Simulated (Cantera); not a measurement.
A perfectly stirred reactor is fed with CH4 : C2H6 : C3H8 : O2 : N2 = 1 : 0.15 : 0.1 : 6.17 : 23.2 (molar parts), at 500000 Pa; it is adiabatic with a 500 K inlet, and is followed from long to short residence time, starting on the burning branch (τ in s: 0.083, 0.033, 0.013, 0.0053, 0.0021, 0.00084, 0.00034, 0.00013, 5.4e-05, 2.1e-05, 8.5e-06).

Model: GRI-Mech 3.0 (53 species, 325 reactions), integrated in Cantera.

### Question
Predict: blow-out, bracketed by the residence times tried; x(CH4) at τ = 83.0 ms; x(C2H6) at τ = 83.0 ms; x(C3H8) at τ = 83.0 ms; x(NO2) at τ = 83.0 ms; x(H2) at τ = 83.0 ms; x(CH4) at τ = 0.840 ms; x(C2H6) at τ = 0.840 ms; x(C3H8) at τ = 0.840 ms; x(NO2) at τ = 0.840 ms; x(H2) at τ = 0.840 ms.

### Answer
```json
{
 "blow_out_bracketed_by_the_residence_times_tried": "burning at 0.840 ms, out at 0.340 ms",
 "x(CH4) at τ = 83.0 ms": "8.60e-6",
 "x(C2H6) at τ = 83.0 ms": "3.13e-7",
 "x(C3H8) at τ = 83.0 ms": "2.16e-7",
 "x(NO2) at τ = 83.0 ms": "3.46e-8",
 "x(H2) at τ = 83.0 ms": "1.05e-5",
 "x(CH4) at τ = 0.840 ms": "0.000268",
 "x(C2H6) at τ = 0.840 ms": "1.07e-5",
 "x(C3H8) at τ = 0.840 ms": "7.34e-6",
 "x(NO2) at τ = 0.840 ms": "2.39e-8",
 "x(H2) at τ = 0.840 ms": "0.000295"
}
```
